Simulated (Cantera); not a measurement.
A freely propagating, adiabatic, planar premixed flame of H2 : O2 : N2 = 1 : 0.185 : 0.815 (molar parts), unburnt at 575 K and 130000 Pa; mixture-averaged transport, grid criteria slope 0.08 and curve 0.16, no radiation.

Computed with Cantera and the H2/O2 subset of GRI-Mech 3.0, which has no nitrogen chemistry. Burning velocities carry a grid error of a few per cent, more on coarse grids.

Question: How do the results move with these cheaper or finer settings: unity-Lewis-number transport; multicomponent transport; multicomponent+Soret transport; grid criteria slope 0.5, curve 1; grid criteria slope 0.25, curve 0.5; grid criteria slope 0.03, curve 0.06?

Answer: 
```json
[
 {"setting": "as above", "laminar burning velocity": "686 cm/s", "thermal thickness": "0.340 mm", "peak x(H)": "0.0641", "peak x(O)": "0.00172", "grid points": "122"},
 {"setting": "unity-Lewis-number transport", "laminar burning velocity": "414 cm/s", "thermal thickness": "0.316 mm", "peak x(H)": "0.0648", "peak x(O)": "0.00115", "grid points": "110"},
 {"setting": "multicomponent transport", "laminar burning velocity": "672 cm/s", "thermal thickness": "0.343 mm", "peak x(H)": "0.0640", "peak x(O)": "0.00167", "grid points": "122"},
 {"setting": "multicomponent+Soret transport", "laminar burning velocity": "652 cm/s", "thermal thickness": "0.336 mm", "peak x(H)": "0.0634", "peak x(O)": "0.00168", "grid points": "122"},
 {"setting": "grid criteria slope 0.5, curve 1", "laminar burning velocity": "765 cm/s", "thermal thickness": "0.505 mm", "peak x(H)": "0.0637", "peak x(O)": "0.00131", "grid points": "49"},
 {"setting": "grid criteria slope 0.25, curve 0.5", "laminar burning velocity": "711 cm/s", "thermal thickness": "0.383 mm", "peak x(H)": "0.0638", "peak x(O)": "0.00160", "grid points": "58"},
 {"setting": "grid criteria slope 0.03, curve 0.06", "laminar burning velocity": "679 cm/s", "thermal thickness": "0.332 mm", "peak x(H)": "0.0640", "peak x(O)": "0.00175", "grid points": "288"}
]
```
Unity Lewis numbers drop preferential diffusion, which matters most where H2 and H carry the flame; Soret adds thermal diffusion.
